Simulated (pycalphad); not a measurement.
CALPHAD calculation (pycalphad, COST 507 light-alloy database (1999)), 1 atm. No gas phase is included, though pure Mg would boil below 1650 K. The data set is of 1999 and partly superseded. Not assessed as a whole: an extrapolation from subsystems, which can miss ternary compounds. Diffusion is slow at the low end, where real alloys seldom reach equilibrium.

Molar enthalpy of Al-0.31Mg-0.21Si-2.24Fe (at.%) in equilibrium (SER reference):

```json
[
 {"T (K)": "1650", "H (kJ/mol)": "49.79", "phases": "LIQUID"},
 {"T (K)": "1570", "H (kJ/mol)": "47.24", "phases": "LIQUID"},
 {"T (K)": "1490", "H (kJ/mol)": "44.68", "phases": "LIQUID"},
 {"T (K)": "1410", "H (kJ/mol)": "42.13", "phases": "LIQUID"},
 {"T (K)": "1330", "H (kJ/mol)": "39.58", "phases": "LIQUID"},
 {"T (K)": "1250", "H (kJ/mol)": "37.03", "phases": "LIQUID"},
 {"T (K)": "1170", "H (kJ/mol)": "34.49", "phases": "LIQUID"},
 {"T (K)": "1090", "H (kJ/mol)": "31.95", "phases": "LIQUID"},
 {"T (K)": "1050", "H (kJ/mol)": "30.67", "phases": "LIQUID"},
 {"T (K)": "1010", "H (kJ/mol)": "29.02", "phases": "LIQUID + AL13FE4"},
 {"T (K)": "930", "H (kJ/mol)": "25.71", "phases": "LIQUID + AL13FE4"},
 {"T (K)": "890", "H (kJ/mol)": "14.11", "phases": "FCC_A1 + AL13FE4"},
 {"T (K)": "850", "H (kJ/mol)": "12.81", "phases": "FCC_A1 + AL13FE4"},
 {"T (K)": "770", "H (kJ/mol)": "10.27", "phases": "FCC_A1 + AL13FE4 + ALFESI_ALPHA"},
 {"T (K)": "690", "H (kJ/mol)": "7.85", "phases": "FCC_A1 + AL13FE4 + ALFESI_ALPHA"},
 {"T (K)": "610", "H (kJ/mol)": "5.49", "phases": "FCC_A1 + AL13FE4 + ALFESI_ALPHA + MG2SI"},
 {"T (K)": "530", "H (kJ/mol)": "3.21", "phases": "FCC_A1 + AL13FE4 + ALFESI_ALPHA + MG2SI"},
 {"T (K)": "450", "H (kJ/mol)": "1.04", "phases": "FCC_A1 + AL13FE4 + ALFESI_ALPHA + MG2SI"},
 {"T (K)": "370", "H (kJ/mol)": "-1.04", "phases": "FCC_A1 + AL13FE4 + ALFESI_ALPHA + MG2SI"}
]
```

Cooling from 1050 K to 890 K, across the freezing range, releases 16.6 kJ/mol, or 600 J/g. The slope is 32 J/(mol K) in the liquid and 32 J/(mol K) just below the solidus, where it includes any heat of precipitation. Liquidus 1038 K, solidus 910 K. Changes were sought between steps of 40 K, so a narrower field can be missed.

Database names, with the compositions (at.%) that they take in these runs: AL13FE4: Al 76 Fe 24; ALFESI_ALPHA: Al 73 Fe 19 Si 7; MG2SI: Mg 67 Si 33. FCC_A1 is fcc.
